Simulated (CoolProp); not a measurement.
The numbers come from the reference Helmholtz-energy equation of state, Span 2000 in CoolProp.

Task: For nitrogen, give the phase and the cv (kJ/(kg K)), Joule-Thomson coefficient (K/MPa), isothermal compressibility (1/MPa) at 85.4 K and 127 bar.

Result: 
- 85.4 K and 127 bar: liquid; cv 1.07, Joule-Thomson coefficient -0.371, isothermal compressibility 0.00293
